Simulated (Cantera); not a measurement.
An isothermal, constant-pressure homogeneous reactor starts with 0.501 % CH₃OH, 1.18 % O₂, 98.3 % N₂, at 1598 K and 5.82 atm.

Model: GRI-Mech 3.0 (53 species, 325 reactions), integrated in Cantera. GRI-Mech 3.0 was tuned for natural gas; its chemistry of methanol as a main component is partial and can be far from experiment.

Task: Predict: x(O₂) at 10.0 s; x(H₂) at 10.0 s.

Result: 
- x(O₂) at 10.0 s: 0.00426 (gas-phase equilibrium 0.00411)
- x(H₂) at 10.0 s: 4.11e-7 (gas-phase equilibrium 4.19e-7)
